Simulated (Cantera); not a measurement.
Premixed flame

A freely propagating, adiabatic, planar premixed flame of CH4 : CO : O2 : N2 : CO2 = 1 : 0.15 : 2.31 : 6.69 : 0.22 (molar parts), equivalence ratio 0.90, unburnt at 675 K and 0.188 atm; mixture-averaged transport, grid criteria slope 0.08 and curve 0.16, no radiation.

Detailed kinetics in Cantera: GRI-Mech 3.0 (53 species, 325 reactions). Burning velocities carry a grid error of a few per cent, more on coarse grids.

```
z (mm)  T (K)  u (m/s)    x CH4    x CO    x O2    x HCN       x O    x CH2
------  -----  -------  -------  ------  ------  -------  --------  -------
-3.56     675     2.63   0.0964  0.0145   0.223    <1e-8     <1e-8    <1e-8
-2.37     676     2.64   0.0961  0.0144   0.222    <1e-8   1.05e-7    <1e-8
-1.78     680     2.66   0.0956  0.0145   0.221    <1e-8   5.35e-7    <1e-8
-1.19     715     2.81   0.0927  0.0152   0.218  1.01e-8   4.11e-6  2.35e-8
-0.593   1006     4.02   0.0708  0.0263   0.193  2.11e-7   7.14e-5  1.70e-6
-0.297   1389     5.64   0.0401  0.0465   0.153  7.66e-7  0.000423  2.69e-5
0        1766     7.25   0.0112  0.0685   0.103  1.83e-6   0.00222  7.70e-5
0.297    1930     7.96  0.00133  0.0720  0.0711  1.78e-6   0.00643  2.57e-5
0.593    1966     8.10  8.97e-5  0.0646  0.0576  8.51e-7   0.00973  2.14e-6
1.19     1989     8.16  3.66e-7  0.0529  0.0499  1.23e-7    0.0115    <1e-8
2.37     2018     8.24    <1e-8  0.0447  0.0467    <1e-8    0.0116    <1e-8
4.75     2056     8.37    <1e-8  0.0420  0.0452    <1e-8    0.0109    <1e-8
9.49     2114     8.57    <1e-8  0.0403  0.0436    <1e-8   0.00951    <1e-8
```
x: mole fraction of selected species; z is measured from the peak of heat release.

| Quantity | Value |
|---|---|
| laminar burning velocity | 263 cm/s |
| thermal thickness | 1.19 mm |
| peak x(HCN) | 2.05e-6 |
| peak x(O) | 0.0117 |
| peak x(CH2) | 7.70e-5 |
| grid points | 161 |
